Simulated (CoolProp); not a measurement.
Computed with CoolProp (reference Helmholtz-energy equation of state, Lemmon 2006). It is a short technical equation, of lower accuracy than the large ones.

For acetone, give the phase and the cp (kJ/(kg K)) at 413.5 K and 18.7 bar; 186.2 K and 15.6 bar; 522.7 K and 0.401 bar.


- 413.5 K and 18.7 bar: liquid; cp 2.58
- 186.2 K and 15.6 bar: liquid; cp 1.99
- 522.7 K and 0.401 bar: gas; cp 1.93
